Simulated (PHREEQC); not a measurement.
Solution (80 °C): 20 mmol/kgw ZnCl2, 1.7 mmol/kgw NaHCO3 and 2.6 mmol/kgw H2S. Closed to the air; pH follows from the charge balance.

The numbers come from PHREEQC with the ion-association model, wateq4f.dat.

No solid was allowed to form.

Q: Predict the pH.

A: pH 3.14.

Q: In which forms is S present?

A: Zn(HS)2 99 %, H2S 1.5 % of the S.

Saturation is exceeded, for instance for ZnS(a), Sphalerite (slow to form); the values hold only as long as no solid forms. Species that the database lacks are ignored. Away from 25 °C the constants follow the database's enthalpies or fits; those with neither stay at their 25 °C values. The polysulfide entries of wateq4f.dat were taken out for this run.
